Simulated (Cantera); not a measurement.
**Ignition delay**

Mixture: CH₄ : H₂ : O₂ : N₂ = 1 : 0.59 : 4.03 : 15.1 (molar parts), at 4.93 atm, adiabatic and at constant pressure. Ignition delay is the time to a rise of 400 K.

Computed with Cantera and GRI-Mech 3.0 (53 species, 325 reactions). Below about 1000 K GRI-Mech 3.0 lacks low-temperature oxidation paths.

```csv
T0 (K),delay (ms)
973,41.4
1048,5.49
1123,1.20
1198,0.466
1273,0.235
1348,0.132
```

```yaml
apparent activation energy between 1198 and 1348 K: 110 kJ/mol
```
